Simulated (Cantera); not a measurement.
**Thermodynamics of sublimation and decomposition of ceramics, feed SiO₂ + N₂**

Charge: 1 mol SiO₂, 1.1 mol N₂.

Method: chemical equilibrium by Gibbs-energy minimisation in Cantera with the NASA 1993 tables (ideal gas, pure condensed phases). Candidate condensed phases: Si, SiO₂, Si₂N₂O, Si₃N₄; 16 gas species. The tables hold silica as quartz up to 1696 K and as liquid above; real silica turns to tridymite and cristobalite and melts near 1996 K. Equilibrium is a limit: real reactors are often held back by kinetics, nucleation or transport.

Stable condensed phases:

```
T in K \ P in Pa
               1       4      16      63     250    1000    4000   16000   63000  250000 1000000
   2498        A       A       A       A       A       A       B       B       B       B       B
   2448        A       A       A       A       A       B       B       B       B       B       B
   2398        A       A       A       A       A       B       B       B       B       B       B
   2348        A       A       A       A       A       B       B       B       B       B       B
   2298        A       A       A       A       B       B       B       B       B       B       B
   2248        A       A       A       A       B       B       B       B       B       B       B
   2198        A       A       A       B       B       B       B       B       B       B       B
   2148        A       A       A       B       B       B       B       B       B       B       B
   2098        A       A       B       B       B       B       B       B       B       B       B
```

A: gas only; B: SiO₂.
